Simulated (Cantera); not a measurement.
Input: 1 mol TiCl4, 0.052 mol C3H8, 94 mol H2, equilibrated at 852 °C and 5.00 mbar.

Method: chemical equilibrium by Gibbs-energy minimisation in Cantera with the NASA 1993 tables (ideal gas, pure condensed phases). Candidate condensed phases: C, C6H6, C7H8, C8H18, Ti, TiC, TiCl2, TiCl3, TiCl4; 96 gas species. The tables' values for TiCl2 are old estimates; treat these amounts as uncertain. TiC: taken at fixed stoichiometry. Equilibrium is a limit: real reactors are often held back by kinetics, nucleation or transport.

Base state: H2 0.977, HCl 0.0146, TiCl3 0.00804, TiCl4 0.000756, TiCl2 2.09e-5 (mole fractions); condensed: TiC(s).

Task: What changes in the equilibrium state with this change: pressure from 5.00 mbar to 0.133 bar?

Result: 
| species | before | after |
|---|---|---|
| H2 | 0.977 | 0.978 |
| HCl | 0.0146 | 0.0127 |
| TiCl3 | 0.00804 | 0.00620 |
| TiCl4 | 0.000756 | 0.00262 |
| TiCl2 | 2.09e-5 | 3.58e-6 |
| TiC(s), mol | 0.156 | 0.156 |
